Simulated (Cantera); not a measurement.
Gas mixture: H2O : NO = 0.55 : 0.079 (molar parts), at 0.140 bar, frozen composition.

Cantera's kinetic-theory transport with the Lennard-Jones parameters of GRI-Mech 3.0, ideal gas; thermal conductivity in the mixture-averaged form. Polar gases are described roughly by these parameters. The composition is frozen, though it would react at the higher temperatures.

D: mixture-averaged diffusion coefficient of that species in the mixture.

```json
[
 {"T (K)": "400", "ρ (kg/m³)": "0.0822", "cp (J/kg/K)": "1728", "μ (µPa s)": "15.2", "λ (mW/m/K)": "36.4", "Pr": "0.720", "D (cm²/s) H": "16.2", "D (cm²/s) CH4": "2.86", "D (cm²/s) NO": "[?]"},
 {"T (K)": "650", "ρ (kg/m³)": "0.0506", "cp (J/kg/K)": "1857", "μ (µPa s)": "24.7", "λ (mW/m/K)": "64.1", "Pr": "0.715", "D (cm²/s) H": "39.7", "D (cm²/s) CH4": "7.08", "D (cm²/s) NO": "[?]"},
 {"T (K)": "900", "ρ (kg/m³)": "0.0365", "cp (J/kg/K)": "2006", "μ (µPa s)": "33.8", "λ (mW/m/K)": "95.7", "Pr": "0.710", "D (cm²/s) H": "70.8", "D (cm²/s) CH4": "12.7", "D (cm²/s) NO": "[?]"},
 {"T (K)": "1150", "ρ (kg/m³)": "0.0286", "cp (J/kg/K)": "2160", "μ (µPa s)": "42.5", "λ (mW/m/K)": "129", "Pr": "0.710", "D (cm²/s) H": "108", "D (cm²/s) CH4": "19.5", "D (cm²/s) NO": "[?]"},
 {"T (K)": "1400", "ρ (kg/m³)": "0.0235", "cp (J/kg/K)": "2298", "μ (µPa s)": "50.7", "λ (mW/m/K)": "164", "Pr": "0.712", "D (cm²/s) H": "152", "D (cm²/s) CH4": "27.3", "D (cm²/s) NO": "[?]"},
 {"T (K)": "1650", "ρ (kg/m³)": "0.0199", "cp (J/kg/K)": "2418", "μ (µPa s)": "58.4", "λ (mW/m/K)": "197", "Pr": "0.715", "D (cm²/s) H": "201", "D (cm²/s) CH4": "36.1", "D (cm²/s) NO": "[?]"}
]
```

Question: Complete the blanks.

Answer: 
- 400, D (cm²/s) NO: 2.83
- 650, D (cm²/s) NO: 6.95
- 900, D (cm²/s) NO: 12.4
- 1150, D (cm²/s) NO: 18.9
- 1400, D (cm²/s) NO: 26.5
- 1650, D (cm²/s) NO: 35.0
